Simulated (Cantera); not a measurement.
**Gas-phase reforming**

An isothermal, constant-pressure homogeneous reactor starts with 40.2 % CH₄, 15.7 % CO₂, 44.2 % H₂, at 1650 K and 0.148 atm.

Computed with Cantera and GRI-Mech 3.0 (53 species, 325 reactions). GRI-Mech 3.0 stops at C3 and has no aromatics, soot or wall deposition, so with more carbon than oxygen in the feed, carbon stays in small species such as C2H2 where larger ones or solid carbon would form.

```csv
t (s),x CH₄,x CO₂,x H₂,x OH,x H₂O₂
2.00e-6,0.402,0.157,0.442,8.37e-10,<1e-12
1.00e-5,0.402,0.157,0.442,1.91e-9,<1e-12
5.02e-5,0.402,0.157,0.442,7.18e-9,<1e-12
0.000252,0.401,0.157,0.442,3.27e-8,<1e-12
0.00126,0.399,0.156,0.442,1.19e-7,<1e-12
0.00632,0.379,0.150,0.452,2.05e-7,<1e-12
0.0317,0.293,0.120,0.498,3.69e-7,<1e-12
0.159,0.127,0.0411,0.565,9.23e-7,<1e-12
0.796,0.0294,0.00571,0.627,1.18e-6,<1e-12
3.99,0.0139,0.00336,0.675,5.74e-7,<1e-12
20.0,0.00611,0.000336,0.712,4.84e-8,<1e-12
```
x: mole fraction; the columns are a selection and need not sum to one.

Equilibrium at this temperature and pressure: CH₄ 0.00489, CO₂ 2.51e-8, H₂ 0.716, OH 3.60e-12, H₂O₂ <1e-12 (gas phase only).
